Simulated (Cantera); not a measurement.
Input: 1 mol Si₃N₄, 0.0034 mol H₂O, 23 mol N₂, equilibrated at 1625 K and 790 Pa.

These are equilibrium values from Cantera (NASA tables, ideal gas, pure condensed phases), not measurements of a reactor. Candidate condensed phases: H₂O, Si, SiO₂, Si₂N₂O, Si₃N₄; 35 gas species. Kinetics and transport are ignored.

Base state: N₂ 1.000, SiO 0.000148, H₂ 0.000143 (mole fractions); condensed: Si₃N₄(s).

**Question.** What changes in the equilibrium state with this change: pressure from 790 Pa to 16000 Pa?

**Answer.** 
```json
[
 {"species": "N₂", "before": "1.000", "after": "1.000"},
 {"species": "H₂", "before": "0.000143", "after": "0.000147"},
 {"species": "SiO", "before": "0.000148", "after": "1.26e-5"},
 {"species": "Si₃N₄(s), mol", "before": "0.999", "after": "0.998"},
 {"species": "Si₂N₂O(s), mol", "before": "0", "after": "0.00311"}
]
```
Mutual solubility and eutectic melting of coexisting phases are not modelled.
